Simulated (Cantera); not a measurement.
Cantera run, input and output.

```python
import numpy as np
import cantera as ct

surf = ct.Interface("ptcombust.yaml", "Pt_surf")
gas = surf.adjacent["gas"]
gas.TPX = 625, 37000, {'H2': 0.0037, 'O2': 0.039, 'N2': 0.79}
surf.TP = 625, 37000
reactor = ct.FlowReactor(gas, clone=False)
reactor.area = 0.0001  # m2
reactor.surface_area_to_volume_ratio = 730  # 1/m
reactor.mass_flow_rate = 0.45 * reactor.area * gas.density  # inlet velocity 0.45 m/s
reactor.energy_enabled = False
wall = ct.ReactorSurface(surf, reactor, clone=False)
net = ct.ReactorNet([reactor])
net.rtol, net.atol = 1e-8, 1e-16
show, cover = ['H2', 'O2', 'H2O'], ['PT(S)', 'H(S)', 'O(S)', 'OH(S)', 'CO(S)', 'C(S)']

rows = []
print(f"{'z/m':>9s}{'u/(m/s)':>9s}" + "".join(f"{s:>13s}" for s in show + cover))
for z in [0.00036, 0.00077, 0.0017, 0.0036, 0.0077, 0.017, 0.036]:
    net.advance(z)
    rows.append([reactor.speed, *gas[show].X, *surf[cover].coverages])
    print(f"{z:9.4g}{rows[-1][0]:9.3g}" + "".join(f"{x:13.4e}" for x in rows[-1][1:]))
```

Result:

```
      z/m  u/(m/s)           H2           O2          H2O        PT(S)         H(S)         O(S)        OH(S)        CO(S)         C(S)
  0.00036    0.449   1.1443e-03   4.5260e-02   3.3064e-03   4.2688e-02   1.2325e-09   9.5471e-01   2.6001e-03   5.4521e-26   1.6386e-29
  0.00077    0.449   6.1318e-04   4.5006e-02   3.8387e-03   2.3353e-02   4.1802e-10   9.7462e-01   2.0253e-03  -5.8749e-25  -9.0311e-29
   0.0017    0.449   2.9181e-04   4.4853e-02   4.1608e-03   1.1972e-02   1.2797e-10   9.8653e-01   1.4940e-03   9.5057e-27  -1.6102e-30
   0.0036    0.449   1.2928e-04   4.4775e-02   4.3237e-03   6.8156e-03   4.6100e-11   9.9204e-01   1.1436e-03   2.2417e-25  -7.3967e-29
   0.0077    0.449   4.3532e-05   4.4734e-02   4.4096e-03   4.6251e-03   2.1602e-11   9.9443e-01   9.4896e-04   5.4682e-28   1.4516e-32
    0.017    0.449   6.6664e-06   4.4716e-02   4.4466e-03   3.8675e-03   1.4681e-11   9.9526e-01   8.7038e-04  -6.5965e-30  -1.3692e-33
    0.036    0.449   1.9745e-07   4.4713e-02   4.4531e-03   3.7473e-03   1.3661e-11   9.9540e-01   8.5720e-04   1.0028e-26   2.8411e-30
```

Computed with Cantera and Deutschmann's 1995 Pt surface mechanism with GRI-Mech 3.0 gas chemistry. Catalytic surfaces can have several steady states; this one follows from the mechanism file's or the stated starting coverage. Mass transfer to the wall is taken as infinitely fast.
